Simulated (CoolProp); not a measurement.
The fluoroketone C6F12O (FK-5-1-12) along the isotherm 226.85 °C: fugacity coefficient from the reference equation and from simpler models built on Tc = 168.7 °C, pc = 1.869 MPa, ω = 0.471; each cubic takes its own stable root.

Computed with CoolProp (reference Helmholtz-energy equation of state, McLinden 2015).

```tsv
p (MPa)	phase	reference
0.0591	gas	0.9930
0.112	gas	0.9869
0.212	gas	0.9752
0.403	gas	0.9534
0.763	gas	0.9131
1.45	gas	0.8393
2.74	supercritical	0.7100
5.2	supercritical	0.5272
9.86	supercritical	0.4079
18.7	supercritical	0.3924
```

Question: How far does each simpler model (van der Waals, Redlich-Kwong, Soave-Redlich-Kwong, Peng-Robinson) lie from the reference over these 10 states: mean and median of the absolute difference, and the worst?

Answer: 
- van der Waals: mean 3.0 %, median 0.5 %, worst +18.2 % at 226.85 °C and 18.7 MPa
- Redlich-Kwong: mean 2.5 %, median 1.3 %, worst -6.4 % at 226.85 °C and 5.2 MPa
- Soave-Redlich-Kwong: mean 3.4 %, median 0.6 %, worst +13.8 % at 226.85 °C and 18.7 MPa
- Peng-Robinson: mean 1.0 %, median 0.7 %, worst -3.0 % at 226.85 °C and 18.7 MPa
